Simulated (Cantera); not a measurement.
Input: 1 mol Pb, 66 mol H2, at 523 K and 560000 Pa.

Method: chemical equilibrium by Gibbs-energy minimisation in Cantera with the NASA 1993 tables (ideal gas, pure condensed phases). Candidate condensed phases: Pb; 4 gas species. The numbers say what is thermodynamically allowed, not how fast it happens.

Base state: H2 1.00 (mole fractions); condensed: Pb(s).

**Question.** What changes in the equilibrium state with this change: Pb replaced by HgO?

**Answer.** 
| species | before | after |
|---|---|---|
| H2 | 1.00 | 0.970 |
| H2O | 0 | 0.0149 |
| Hg | 0 | 0.0149 |
| Pb(s), mol | 1.00 | 0 |
Further candidate phases: H2O, Hg, HgO.
